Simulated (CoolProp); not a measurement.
A closed Brayton cycle with carbon dioxide: compressor inlet 309.15 K and 10 MPa, high pressure 18.1 MPa, turbine inlet 810 K, compressor efficiency 0.89, turbine efficiency 0.93, recuperator effectiveness 0.9 (on enthalpy, no pinch check). Each further row changes one setting.

Computed with CoolProp (reference Helmholtz-energy equation of state, Span 1996).

```
case                           thermal efficiency (%)  net work (kJ/kg)  compressor to turbine work  compressor exit (K)  turbine exit (K)
-----------------------------  ----------------------  ----------------  --------------------------  -------------------  ----------------
as stated                                         [?]              69.1                        0.15                324.0             736.2
turbine inlet 760 K                              30.5               [?]                        0.16                324.0               [?]
compressor inlet 319.15 K                         [?]              64.4                         [?]                348.4             736.2
high pressure 15.4 MPa                           29.0               [?]                        0.14                  [?]             756.0
recuperator effectiveness 0.5                     [?]              69.1                        0.15                324.0             736.2
```

### Question
What belongs in the gaps?

### Answer

- as stated, thermal efficiency (%): 31.5
- turbine inlet 760 K, net work (kJ/kg): 63.4
- turbine inlet 760 K, turbine exit (K): 689.0
- compressor inlet 319.15 K, thermal efficiency (%): 29.6
- compressor inlet 319.15 K, compressor to turbine work: 0.21
- high pressure 15.4 MPa, net work (kJ/kg): 51.7
- high pressure 15.4 MPa, compressor exit (K): 319.6
- recuperator effectiveness 0.5, thermal efficiency (%): 15.7
